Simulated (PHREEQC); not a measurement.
A solution holds 0.0057 mol HF, 0.051 mol KF and 0.00052 mol HCl per kg of water, at 40 °C. Closed to the air; pH follows from the charge balance.

Computed with PHREEQC (ion-association model, wateq4f.dat).

Precipitation was switched off in this run.

Task: Predict the pH.

Result: pH 4.19.

Task: In which forms is F present?

Result: F- 87 %, HF 8.8 %, HF2- 3.7 % of the F.

At this temperature some constants are extrapolated from 25 °C, and those without enthalpy data are left unchanged.
